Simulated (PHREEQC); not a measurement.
A column of 0.2 m (40 cells, dispersivity 0.01 m, 720 s a shift, diffusion coefficient 3e-10 m²/s) holds 0.13 eq of the database's cation exchanger X per kg of pore water, first in equilibrium with 0.00049 mol/kgw (NH4)2SO4 and 1e-05 mol/kgw HCl. It is flushed with 66 mmol/kgw CaCl2, 96 mmol/kgw MnCl2 and 0.01 mmol/kgw HCl, at 25 °C. Values are for the last cell. No CO2 enters from the air. Precipitation was switched off in this run.

All values are PHREEQC results (ion-association model, phreeqc.dat), not measurements.

```
pore volumes  Mn in solution (mol/kgw)  Ca in solution (mol/kgw)  Cl in solution (mol/kgw)  S in solution (mol/kgw)  NH4 in solution (mol/kgw)
------------  ------------------------  ------------------------  ------------------------  -----------------------  -------------------------
0                                    0                         0                   1.00e-5                 0.000490                   0.000980
0.2125                               0                         0                   1.00e-5                 0.000490                   0.000980
0.3125                               0                         0                   2.91e-5                 0.000490                   0.000999
0.5125                               0                         0                   0.00671                 0.000480                    0.00766
0.6125                        1.18e-12                         0                    0.0243                 0.000453                     0.0252
0.8125                         0.00158                   1.36e-5                    0.0984                 0.000341                     0.0959
0.9125                          0.0109                  0.000528                     0.144                 0.000272                      0.122
1.113                           0.0404                   0.00744                     0.224                 0.000152                      0.128
1.312                           0.0643                    0.0201                     0.275                  7.42e-5                      0.106
1.413                           0.0726                    0.0266                     0.291                  5.01e-5                     0.0926
1.613                           0.0835                    0.0382                     0.310                  2.18e-5                     0.0662
1.712                           0.0869                    0.0430                     0.315                  1.40e-5                     0.0548
1.913                           0.0912                    0.0507                     0.320                  5.69e-6                     0.0365
2.112                           0.0935                    0.0560                     0.323                  2.24e-6                     0.0235
2.212                           0.0942                    0.0580                     0.323                  1.39e-6                     0.0187
2.413                           0.0950                    0.0610                     0.324                  5.32e-7                     0.0116
2.513                           0.0953                    0.0620                     0.324                  3.27e-7                    0.00910
2.712                           0.0956                    0.0636                     0.324                  1.22e-7                    0.00552
2.812                           0.0957                    0.0641                     0.324                  7.47e-8                    0.00428
3.013                           0.0959                    0.0649                     0.324                  2.76e-8                    0.00255
```
